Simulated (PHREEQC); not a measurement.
Make-up at 25 °C: 0.0022 mol/kgw CaSO4, 0.011 mol/kgw Na2SO4 and 7e-07 mol/kgw H4SiO4. Closed to the air; pH follows from the charge balance.

Computed with PHREEQC (Pitzer model, pitzer.dat).

```json
{
 "ionic_strength": "0.0418 mol/kgw",
 "specific_conductance": "2810 µS/cm",
 "osmotic_coefficient": "0.862"
}
```

| species | molality | activity | log γ |
|---|---|---|---|
| Na+ | 0.0220 | 0.0181 | -0.083 |
| SO4-2 | 0.0132 | 0.00590 | -0.350 |
| Ca+2 | 0.00220 | 0.000708 | -0.493 |
| H4SiO4 | 6.98e-7 | 6.99e-7 | 0.001 |
| OH- | 1.53e-7 | 1.25e-7 | -0.089 |
| H+ | 1.00e-7 | 8.11e-8 | -0.091 |
| HSO4- | 5.48e-8 | 4.55e-8 | -0.080 |
| H3SiO4- | 1.57e-9 | 1.27e-9 | -0.091 |

Precipitation was switched off in this run. Complexes and solids missing from the database can't appear.
